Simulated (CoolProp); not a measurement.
Methanol along the isotherm 189.05 °C: density (kg/m³) from the reference equation and from simpler models built on Tc = 240.2 °C, pc = 8.216 MPa, ω = 0.565; each cubic takes its own stable root.

The numbers come from the reference Helmholtz-energy equation of state, de Reuck 1993 in CoolProp.

```tsv
p (MPa)	phase	reference
0.013	gas	0.1085
0.0191	gas	0.1594
0.028	gas	0.2339
0.0411	gas	0.3435
0.0603	gas	0.5046
0.0885	gas	0.7419
0.13	gas	1.093
0.191	gas	1.611
0.28	gas	2.376
0.411	gas	3.518
0.603	gas	5.232
0.885	gas	7.845
1.3	gas	11.94
1.91	gas	18.73
2.8	gas	31.55
4.11	liquid	580.1
```

How far does each simpler model (van der Waals, Redlich-Kwong, Soave-Redlich-Kwong, Peng-Robinson) lie from the reference over these 16 states: mean and median of the absolute difference, and the worst?


- van der Waals: mean 7.4 %, median 0.3 %, worst -92.2 % at 189.05 °C and 4.11 MPa
- Redlich-Kwong: mean 6.8 %, median 0.1 %, worst -91.6 % at 189.05 °C and 4.11 MPa
- Soave-Redlich-Kwong: mean 2.5 %, median 0.0 %, worst -29.1 % at 189.05 °C and 4.11 MPa
- Peng-Robinson: mean 1.7 %, median 0.1 %, worst -19.7 % at 189.05 °C and 4.11 MPa

At some of these states van der Waals, Redlich-Kwong gives the other phase, because its saturation line lies elsewhere.
